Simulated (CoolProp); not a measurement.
Computed with CoolProp (reference Helmholtz-energy equation of state, Akasaka 2015).

### Question
For R245fa, give the phase and the cv (kJ/(kg K)), isothermal compressibility (1/MPa) at 241.1 K and 262 kPa; 256.4 K and 262 kPa; 378.8 K and 262 kPa.

### Answer
- 241.1 K and 262 kPa: liquid; cv 0.840, isothermal compressibility 0.00116
- 256.4 K and 262 kPa: liquid; cv 0.861, isothermal compressibility 0.00138
- 378.8 K and 262 kPa: gas; cv 0.953, isothermal compressibility 3.97
